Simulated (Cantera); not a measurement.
# Counterflow diffusion flame

A counterflow diffusion flame at 1.00 atm, nozzles 20 mm apart: fuel side 77.5 % CH3OH, 22.5 % N2 at 550 K, oxidiser side 24.0 % O2, 76.0 % N2 at 475 K, fuel mass flux 0.83 times the oxidiser's; mixture-averaged transport, no radiation.

Model: GRI-Mech 3.0 (53 species, 325 reactions), integrated in Cantera. GRI-Mech 3.0 was tuned for natural gas; its chemistry of methanol as a main component is partial and can be far from experiment. GRI-Mech 3.0 has no aromatics or soot, which form on the fuel side of real flames. The maximum strain rate includes the flame's own expansion and is several times the mean.

| oxidiser flux (kg/m²/s) | max strain (1/s) | mean strain (1/s) | T max (K) | peak x OH | peak x H | peak x NO | peak x CO | peak x C2H2 |
|---|---|---|---|---|---|---|---|---|
| 0.25 | 155 | 31.9 | 2223 | 0.0118 | 0.00661 | 0.000174 | 0.183 | 0.000105 |
| 0.39 | 229 | 49.7 | 2176 | 0.0121 | 0.00763 | 0.000119 | 0.181 | 0.000143 |
| 0.59 | 331 | 75.2 | 2127 | 0.0122 | 0.00861 | 8.35e-5 | 0.178 | 0.000186 |
| 0.91 | 490 | 116 | 2070 | 0.0121 | 0.00968 | 5.99e-5 | 0.175 | 0.000240 |
| 1.4 | 727 | 178 | 2017 | 0.0120 | 0.0108 | 4.64e-5 | 0.172 | 0.000301 |
| 2.1 | 1060 | 268 | 1966 | 0.0118 | 0.0117 | 3.76e-5 | 0.169 | 0.000360 |
| 3.3 | 1620 | 421 | 1905 | 0.0113 | 0.0127 | 2.96e-5 | 0.164 | 0.000407 |
x: mole fraction; the columns are a selection and need not sum to one.
